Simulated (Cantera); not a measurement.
Charge: 1 mol PbO, 0.49 mol CO, 0.18 mol N2, 1.4 mol O2, at 0.683 Torr.

Equilibrium computed with Cantera from the NASA thermochemical tables; the gas is ideal and each condensed phase is pure. Candidate condensed phases: C, Pb, PbO, PbO2, Pb3O4; 27 gas species. Gases not in the tables: (PbO)n polymers. The numbers say what is thermodynamically allowed, not how fast it happens.

x: gas mole fraction; n: condensed amount in mol.

| T (K) | x O2 | x PbO | x CO2 | x N2 | x Pb | x NO | x O | n PbO(red) | n PbO(yellow) | n PbO(l) |
|---|---|---|---|---|---|---|---|---|---|---|
| 748 | 0.633 | 4.08e-9 | 0.268 | 0.0986 | <1e-12 | 4.74e-7 | <1e-12 | 1.00 | 0 | 0 |
| 848 | 0.633 | 8.33e-7 | 0.268 | 0.0986 | 7.29e-11 | 2.68e-6 | ___ | 0 | 1.000 | 0 |
| 948 | 0.633 | 5.38e-5 | 0.268 | 0.0986 | 3.09e-8 | 1.05e-5 | ___ | 0 | 1.000 | 0 |
| 1048 | 0.632 | 0.00153 | 0.268 | 0.0985 | 4.03e-6 | 3.17e-5 | ___ | 0 | 0.997 | 0 |
| 1148 | 0.618 | 0.0238 | 0.262 | 0.0962 | 0.000223 | 7.74e-5 | ___ | 0 | 0.955 | 0 |
| 1248 | 0.508 | 0.193 | 0.214 | 0.0786 | 0.00576 | 0.000137 | ___ | 0 | 0 | 0.545 |
| 1348 | 0.416 | 0.323 | 0.171 | 0.0628 | 0.0262 | 0.000213 | ___ | 0 | 0 | 0 |
| 1448 | 0.424 | 0.294 | 0.169 | 0.0619 | 0.0514 | 0.000374 | ___ | 0 | 0 | 0 |

Q: Complete the blanks.

A: 
- 848, x O: 1.80e-11
- 948, x O: 7.83e-10
- 1048, x O: 1.67e-8
- 1148, x O: 2.07e-7
- 1248, x O: 1.57e-6
- 1348, x O: 8.73e-6
- 1448, x O: 4.21e-5
